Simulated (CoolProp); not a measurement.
R236FA along the isobar 17.6 MPa: fugacity coefficient from the reference equation and from simpler models built on Tc = 124.9 °C, pc = 3.191 MPa, ω = 0.377; each cubic takes its own stable root.

Computed with CoolProp (reference Helmholtz-energy equation of state, Pan 2012).

| T (°C) | phase | reference |
|---|---|---|
| -55.75 | liquid | 0.0007278 |
| -41.75 | liquid | 0.001779 |
| -27.65 | liquid | 0.003842 |
| -13.65 | liquid | 0.007420 |
| 0.45 | liquid | 0.01318 |
| 14.45 | liquid | 0.02168 |
| 28.55 | liquid | 0.03362 |
| 42.55 | liquid | 0.04933 |
| 56.65 | liquid | 0.06936 |
| 70.65 | liquid | 0.09359 |
| 84.75 | liquid | 0.1223 |
| 98.75 | liquid | 0.1550 |
| 112.85 | liquid | 0.1916 |
| 126.85 | supercritical | 0.2312 |

### Question
How far does each simpler model (Redlich-Kwong, Soave-Redlich-Kwong, Peng-Robinson) lie from the reference over these 14 states: mean and median of the absolute difference, and the worst?

### Answer
- Redlich-Kwong: mean 118.1 %, median 74.8 %, worst +396.6 % at -55.75 °C and 17.6 MPa
- Soave-Redlich-Kwong: mean 9.6 %, median 9.6 %, worst +11.3 % at 126.85 °C and 17.6 MPa
- Peng-Robinson: mean 1.4 %, median 1.4 %, worst +4.3 % at -55.75 °C and 17.6 MPa
